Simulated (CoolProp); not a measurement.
A closed Brayton cycle with carbon dioxide: compressor inlet 325.15 K and 9.4 MPa, high pressure 32.4 MPa, turbine inlet 715 K, compressor efficiency 0.8, turbine efficiency 0.93, recuperator effectiveness 0.8 (on enthalpy, no pinch check). Each further row changes one setting.

Computed with CoolProp (reference Helmholtz-energy equation of state, Span 1996).

| case | thermal efficiency (%) | net work (kJ/kg) | compressor to turbine work | compressor exit (K) | turbine exit (K) |
|---|---|---|---|---|---|
| as stated | 27.2 | 73.3 | 0.47 | 419.8 | 574.9 |
| turbine inlet 665 K | 24.6 | 60.7 | 0.52 | 419.8 | … |
| compressor inlet 335.15 K | 24.9 | 62.7 | 0.55 | … | 574.9 |
| high pressure 27.5 MPa | 26.8 | 68.2 | 0.44 | … | … |
| recuperator effectiveness 0.5 | 22.7 | 73.3 | 0.47 | 419.8 | 574.9 |

Problem. Fill in the missing entries.

Solution. 
- turbine inlet 665 K, turbine exit (K): 530.2
- compressor inlet 335.15 K, compressor exit (K): 443.2
- high pressure 27.5 MPa, compressor exit (K): 406.6
- high pressure 27.5 MPa, turbine exit (K): 592.9
